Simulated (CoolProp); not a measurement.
Vapour-liquid equilibrium of ethylbenzene (1) + p-xylene (2) at 124.85 °C; x and y are mole fractions of (1).

The numbers come from the multi-fluid Helmholtz-energy mixture model, Zhou 2012 and Zhou 2012; pair parameters Bell 2016 in CoolProp.

```tsv
x	bubble pressure, mixture model (MPa)	bubble pressure, Raoult's law (MPa)	y, mixture model	y, Raoult's law
0.05	0.07000	0.06989	0.054	0.053
0.125	0.07045	0.07022	0.134	0.132
0.2	0.07086	0.07054	0.212	0.210
0.275	0.07124	0.07087	0.288	0.287
0.35	0.07159	0.07119	0.364	0.364
0.425	0.07192	0.07152	0.439	0.440
0.5	0.07222	0.07184	0.513	0.515
0.575	0.07251	0.07217	0.587	0.590
0.65	0.07278	0.07250	0.661	0.664
0.725	0.07305	0.07282	0.734	0.737
0.8	0.07331	0.07315	0.807	0.809
0.875	0.07357	0.07347	0.880	0.881
0.95	0.07384	0.07380	0.952	0.953
```

The largest gap from Raoult's law is +0.6 % in bubble pressure, at x = 0.35. No azeotrope shows between x = 0.05 and 0.95.

The pair parameters rest on a limited set of measurements; away from them the model extrapolates.
